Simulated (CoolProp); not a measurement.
A closed Brayton cycle with nitrogen: compressor inlet 306.15 K and 3.7 MPa, high pressure 10.1 MPa, turbine inlet 710 K, compressor efficiency 0.89, turbine efficiency 0.9, recuperator effectiveness 0.9 (on enthalpy, no pinch check). Each further row changes one setting.

Values from CoolProp's reference Helmholtz-energy equation of state, Span 2000.

```tsv
case	thermal efficiency (%)	net work (kJ/kg)	compressor to turbine work	compressor exit (K)	turbine exit (K)
as stated	26.4	50.1	0.71	422.1	555.4
turbine inlet 660 K	…	…	…	422.1	515.0
compressor inlet 316.15 K	24.5	45.9	0.73	…	555.4
high pressure 8.58 MPa	…	47.6	0.67	400.9	578.1
recuperator effectiveness 0.5	20.3	50.1	0.71	422.1	555.4
```

Question: What belongs in the gaps?

Answer: 
- turbine inlet 660 K, thermal efficiency (%): 21.9
- turbine inlet 660 K, net work (kJ/kg): 37.8
- turbine inlet 660 K, compressor to turbine work: 0.76
- compressor inlet 316.15 K, compressor exit (K): 435.7
- high pressure 8.58 MPa, thermal efficiency (%): 28.1
